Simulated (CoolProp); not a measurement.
Tetrahydrofuran along the isobar 7620 kPa: fugacity coefficient from the reference equation and from simpler models built on Tc = 540.2 K, pc = 5304 kPa, ω = 0.234; each cubic takes its own stable root.

The numbers come from the reference Helmholtz-energy equation of state, Fiedler 2023 in CoolProp.

| T (K) | phase | reference | van der Waals | Redlich-Kwong | Soave-Redlich-Kwong |
|---|---|---|---|---|---|
| 458.8 | liquid | 0.2060 | 0.3378 | 0.2479 | ___ |
| 464.2 | liquid | 0.2217 | 0.3510 | 0.2637 | 0.2310 |
| 469.6 | liquid | 0.2381 | 0.3644 | 0.2799 | 0.2482 |
| 475 | liquid | 0.2551 | 0.3778 | 0.2964 | 0.2660 |
| 480.5 | liquid | 0.2729 | ___ | 0.3136 | 0.2847 |
| 485.9 | liquid | 0.2909 | 0.4051 | 0.3307 | 0.3035 |
| 491.3 | liquid | 0.3095 | 0.4188 | ___ | 0.3228 |
| 496.8 | liquid | 0.3289 | 0.4327 | 0.3660 | 0.3430 |
| 502.2 | liquid | 0.3483 | 0.4464 | 0.3838 | 0.3631 |
| 507.6 | liquid | 0.3682 | 0.4601 | 0.4017 | 0.3836 |
| 513 | liquid | 0.3884 | 0.4738 | 0.4197 | 0.4043 |
| 518.5 | liquid | 0.4092 | 0.4877 | 0.4381 | 0.4256 |
| 523.9 | liquid | 0.4300 | 0.5013 | 0.4561 | 0.4467 |
| 529.3 | liquid | 0.4508 | 0.5149 | 0.4740 | 0.4677 |
| 534.7 | liquid | 0.4718 | 0.5284 | 0.4919 | 0.4887 |
| 540.2 | supercritical | 0.4931 | 0.5419 | 0.5098 | 0.5098 |

### Question
What belongs in the gaps?

### Answer

- 458.8, Soave-Redlich-Kwong: 0.2145
- 480.5, van der Waals: 0.3915
- 491.3, Redlich-Kwong: 0.3481
